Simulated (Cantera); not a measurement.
Input: 1 mol Pb, 0.7 mol H2, at 777 °C and 37.0 mbar.

Method: chemical equilibrium by Gibbs-energy minimisation in Cantera with the NASA 1993 tables (ideal gas, pure condensed phases). Candidate condensed phases: Pb; 4 gas species. Rates play no part.

Base state: H2 0.999, Pb 0.00126 (mole fractions); condensed: Pb(l).

Q: What changes in the equilibrium state with this change: temperature from 777 °C to 1327 °C?

A: 
```tsv
species	before	after
Pb	0.00126	0.588
H2	0.999	0.412
H	4.21e-8	0.000181
Pb2	8.06e-9	0.000160
Pb(l), mol	0.999	0
```
